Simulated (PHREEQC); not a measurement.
Buffer (model solution)

Solution (11 °C): 0.12 mol NH4Cl and 0.044 mol Na2HPO4 per kg of water. Closed to the air; pH follows from the charge balance.

Computed with PHREEQC (ion-association model, wateq4f.dat).

Precipitation was switched off in this run.

Predict the pH, ionic strength, activity of water.

pH 8.09; ionic strength 0.244 mol/kgw; activity of water 0.994.

In which forms is N present?

NH4+ 98 %, NH3 1.8 % of the N.

Complexes and solids missing from the database can't appear. H3PO4, which wateq4f.dat lacks, is added to it with the constant of phreeqc.dat. Constants without temperature data keep their 25 °C values here.
